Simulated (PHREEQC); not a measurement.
Consider water at 25 °C with 0.0035 mol HBr and 8.3e-05 mol MnSO4 per kg of water. Closed to the air; pH follows from the charge balance.

Equilibrium calculation in PHREEQC: ion-association model, phreeqc.dat.

Task: The ionic strength comes out as 0.00380 mol/kgw. What activity coefficients do Mn+2, SO4-2, Br-, H+, HSO4- get?

Result: Mn+2 0.77, SO4-2 0.77, Br- 0.93, H+ 0.94, HSO4- 0.94.

This is a speciation only: nothing precipitates in the calculation. Complexes and solids missing from the database can't appear.
